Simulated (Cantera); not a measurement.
Charge: 1 mol Zr, 0.21 mol H2O, 0.84 mol N2, held at 1477 °C and 35000 Pa.

Equilibrium computed with Cantera from the NASA thermochemical tables; the gas is ideal and each condensed phase is pure. Candidate condensed phases: H2O, Zr, ZrN, ZrO2; 28 gas species. Mutual solubility and eutectic melting of coexisting phases are not modelled. ZrN: taken at fixed stoichiometry. Condensed phases not in the tables: solid solutions among these carbides, nitrides and lower oxides. Equilibrium is a limit: real reactors are often held back by kinetics, nucleation or transport.

Base state: N2 0.651, H2 0.348, H 0.000232, H2O 2.38e-5 (mole fractions); condensed: ZrN(s) + ZrO2(tetragonal).

Q: What changes in the equilibrium state with this change: temperature from 1477 °C to 1925 °C?

A: 
```
species                  before     after
---------------------  --------  --------
N2                        0.651     0.650
H2                        0.348     0.345
H                      0.000232   0.00553
H2O                     2.38e-5  0.000110
ZrN(s), mol               0.895     0.895
ZrO2(tetragonal), mol     0.105     0.105
```

Q: What changes in the equilibrium state with this change: Zr replaced by Cr?

A: 
```json
[
 {"species": "N2", "before": "0.651", "after": "0.800"},
 {"species": "H2", "before": "0.348", "after": "0.199"},
 {"species": "H2O", "before": "2.38e-5", "after": "0.00102"},
 {"species": "Cr", "before": "0", "after": "0.000129"},
 {"species": "H", "before": "0.000232", "after": "0.000175"},
 {"species": "ZrN(s), mol", "before": "0.895", "after": "0"},
 {"species": "ZrO2(tetragonal), mol", "before": "0.105", "after": "0"},
 {"species": "Cr(s), mol", "before": "0", "after": "0.861"},
 {"species": "Cr2O3(s), mol", "before": "0", "after": "0.0696"}
]
```
Further candidate phases: Cr, CrN, Cr2N, Cr2O3.
